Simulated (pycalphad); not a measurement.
All values are pycalphad results on the COST 507 light-alloy database (1999) (1 atm), not direct measurements. These are 1990s assessments: newer ones move some temperatures and phases. Phase fractions are per mole of atoms.

Task: Give the equilibrium state of Al-7.181Si-0.5678C (wt.%) at 970 K.

Result: liquid, fraction 0.971, with 7.2 Si, <0.01 C wt.%; AL8SIC7, fraction 0.029, with 8.6 Si, 25.6 C wt.%.

Task: Give the equilibrium state of Al-7.181Si-0.5678C (wt.%) at 610 K.

Result: 
```
T = 610.00 K, P = 101325 Pa, N = 1 mol of atoms
G = -20704 J/mol, H = 7156 J/mol, S = 45.67 J/(mol K)  (SER reference)
chemical potentials (J/mol): Al -20463, Si -14194, C -73295
phase             fraction      x(Al)      x(Si)       x(C)
FCC_A1              0.9050     0.9990     0.0010      1e-14
DIAMOND_A4          0.0659   1.66e-09     1.0000      1e-14
AL8SIC7             0.0290     0.5000     0.0625     0.4375
```

Database names, with the compositions (at.%) that they take in these runs: AL8SIC7: Al 50 C 44 Si 6. FCC_A1 is fcc; DIAMOND_A4 is diamond (Si).
